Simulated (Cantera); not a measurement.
A jet of CH4 : O2 : N2 = 0.017 : 0.13 : 0.79 (molar parts) at 300 K and 0.250 bar hits a platinum plate 3.8 cm away at a mass flux of 0.035 kg/m²/s; the plate temperature is set and raised in steps from an oxygen-covered start.

Cantera simulation using Deutschmann's 1995 Pt surface mechanism with GRI-Mech 3.0 gas chemistry; the numbers are that mechanism's predictions, not measurements. Catalytic surfaces can have several steady states; this one follows from the mechanism file's or the stated starting coverage.

One state of this run: wall x CH4 = 0.00327; wall x O2 = 0.107; wall x H2O = 0.0275; wall x OH = 3.67e-7; wall x CO = 2.58e-6; wall x CO2 = 0.0181; θ free Pt = 0.331; θ O* = 0.667; θ OH* = 0.00149. x: mole fraction at the wall; θ: surface coverage.

Task: Which value of plate T (K) does it belong to?
A. 900
B. 850
C. 1050
D. 1000

Result: C, 1050
